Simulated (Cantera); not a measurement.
Feed: 1 mol SiO2, 13 mol HCl, 1.5 mol N2, 8.2 mol NF3, at 1325 K and 3.50 Pa.

Equilibrium computed with Cantera from the NASA thermochemical tables; the gas is ideal and each condensed phase is pure. Candidate condensed phases: H2O, NH4Cl, Si, SiO2, Si2N2O, Si3N4; 72 gas species. Rates play no part.

Base state: HF 0.325, Cl 0.284, F 0.173, N2 0.140, SiF4 0.0250, O2 0.0249, ClF 0.0168, Cl2 0.0118 (mole fractions); condensed: gas only.

Task: What changes in the equilibrium state with this change: HCl from 13 to 19 mol?

Result: 
```tsv
species	before	after
HF	0.325	0.412
Cl	0.284	0.368
N2	0.140	0.121
F	0.173	0.0308
ClF	0.0168	0.00390
Cl2	0.0118	0.0199
O2	0.0249	0.0217
SiF4	0.0250	0.0217
HCl	4.19e-6	3.87e-5
ClO	8.38e-6	1.01e-5
NO	6.74e-5	5.85e-5
```
